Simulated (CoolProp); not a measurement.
Vapour-liquid equilibrium of R134a (1) + R142b (2) at 318.9 K; x and y are mole fractions of (1).

Values from CoolProp's multi-fluid Helmholtz-energy mixture model, Tillner-Roth 1994 and Lemmon 2006; pair parameters Bell 2016.

| x | bubble pressure (MPa) | y at the bubble point | dew pressure at overall composition x (MPa) | liquid density (mol/L) |
|---|---|---|---|---|
| 0.05 | 0.6456 | 0.093 | 0.6291 | 10.53 |
| 0.125 | 0.6968 | 0.214 | 0.6586 | 10.56 |
| 0.2 | 0.7465 | 0.319 | 0.6905 | 10.59 |
| 0.275 | 0.7945 | 0.410 | 0.7251 | 10.62 |
| 0.35 | 0.8409 | 0.491 | 0.7625 | 10.65 |
| 0.425 | 0.8857 | 0.564 | 0.8029 | 10.68 |
| 0.5 | 0.9290 | 0.630 | 0.8465 | 10.71 |
| 0.575 | 0.9707 | 0.692 | 0.8930 | 10.75 |
| 0.65 | 1.011 | 0.750 | 0.9423 | 10.78 |
| 0.725 | 1.050 | 0.805 | 0.9938 | 10.82 |
| 0.8 | 1.088 | 0.859 | 1.047 | 10.86 |
| 0.875 | 1.124 | 0.911 | 1.099 | 10.91 |
| 0.95 | 1.160 | 0.964 | 1.150 | 10.96 |

No azeotrope shows between x = 0.05 and 0.95.

The pair parameters rest on a limited set of measurements; away from them the model extrapolates.
